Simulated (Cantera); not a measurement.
A diamond (100) surface in a fixed gas of H2 with x(CH4) = 0.023, x(H) = 0.0095, x(CH3) = 0.00067, 82.5 Torr; coverages are run to steady state.

Computed with Cantera and the Harris–Goodwin 1993 mechanism for the reconstructed diamond (100) surface.

θ: site fractions in the mechanism's names (c6HH fully hydrogenated, c6H* and c6*H radical sites, c6** diradical, c6HM methylated).

| T (K) | growth (µm/h) | θ c6HH | θ c6H* | θ c6*H | θ c6** | θ c6HM |
|---|---|---|---|---|---|---|
| 925 | (withheld) | 0.626 | 0.0116 | 0.294 | 0.00505 | 0.0496 |
| 975 | (withheld) | 0.587 | 0.0155 | 0.336 | 0.00759 | 0.0401 |
| 1025 | (withheld) | 0.549 | 0.0198 | 0.375 | 0.0109 | 0.0325 |
| 1075 | (withheld) | 0.512 | 0.0246 | 0.410 | 0.0150 | 0.0259 |
| 1125 | 53.6 | 0.478 | 0.0297 | 0.441 | 0.0200 | 0.0198 |
| 1175 | 52.9 | 0.447 | 0.0351 | 0.469 | 0.0259 | 0.0138 |
| 1225 | (withheld) | 0.418 | 0.0407 | 0.494 | 0.0327 | 0.00822 |
| 1275 | (withheld) | 0.392 | 0.0463 | 0.514 | 0.0402 | 0.00419 |
| 1325 | (withheld) | 0.366 | 0.0518 | 0.529 | 0.0483 | 0.00192 |
| 1375 | (withheld) | 0.343 | 0.0571 | 0.540 | 0.0568 | 0.000837 |

### Question
What belongs in the gaps?

### Answer

- 925, growth (µm/h): 24.9
- 975, growth (µm/h): 32.6
- 1025, growth (µm/h): 40.8
- 1075, growth (µm/h): 48.5
- 1225, growth (µm/h): 45.1
- 1275, growth (µm/h): 34.6
- 1325, growth (µm/h): 26.9
- 1375, growth (µm/h): 23.1
